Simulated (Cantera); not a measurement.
Mixture: CO : H2 : O2 : N2 = 1 : 0.45 : 1.12 : 4.19 (molar parts), at 750 Torr, adiabatic and at constant pressure. Ignition delay is the time to a rise of 400 K.

Cantera simulation using GRI-Mech 3.0 (53 species, 325 reactions); the numbers are that mechanism's predictions, not measurements. Where the delays flatten at high temperature, the 400 K rule measures the pace of heat release, not the induction time.

### Question
What does this change do: pressure from 750 Torr to 3750 Torr?

### Answer
```csv
quantity,before,after
delay at 975 K,0.722 ms,9.41 ms
delay at 1025 K,0.276 ms,2.14 ms
delay at 1075 K,0.166 ms,0.426 ms
delay at 1125 K,0.118 ms,85.5 µs
delay at 1175 K,91.2 µs,32.5 µs
delay at 1225 K,75.0 µs,18.9 µs
delay at 1275 K,64.5 µs,13.2 µs
```
The hydrogen kinetics of GRI-Mech 3.0 are dated; newer H2 mechanisms differ, most at raised pressure.

### Question
What does this change do: H2 0.45 to 0.66 parts?

### Answer
```json
[
 {"quantity": "delay at 975 K", "before": "0.722 ms", "after": "0.645 ms"},
 {"quantity": "delay at 1025 K", "before": "0.276 ms", "after": "0.242 ms"},
 {"quantity": "delay at 1075 K", "before": "0.166 ms", "after": "0.144 ms"},
 {"quantity": "delay at 1125 K", "before": "0.118 ms", "after": "0.101 ms"},
 {"quantity": "delay at 1175 K", "before": "91.2 µs", "after": "76.9 µs"},
 {"quantity": "delay at 1225 K", "before": "75.0 µs", "after": "62.2 µs"},
 {"quantity": "delay at 1275 K", "before": "64.5 µs", "after": "52.6 µs"}
]
```
